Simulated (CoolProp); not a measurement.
Model: reference Helmholtz-energy equation of state, Lemmon 2005, in CoolProp.

Question: Give the vapour pressure (bar), enthalpy of vaporisation (kJ/kg), vapour Z, liquid viscosity (µPa s) of saturated R125 at 235.9, 291.1 K.

Answer: 
```json
[
 {"T (K)": "235.9", "p (bar)": "1.68", "enthalpy of vaporisation (kJ/kg)": "158", "vapour Z": "0.939", "liquid viscosity (µPa s)": "348"},
 {"T (K)": "291.1", "p (bar)": "11.4", "enthalpy of vaporisation (kJ/kg)": "118", "vapour Z": "0.771", "liquid viscosity (µPa s)": "157"}
]
```

Viscosity comes from a separate model (Huber 2006).
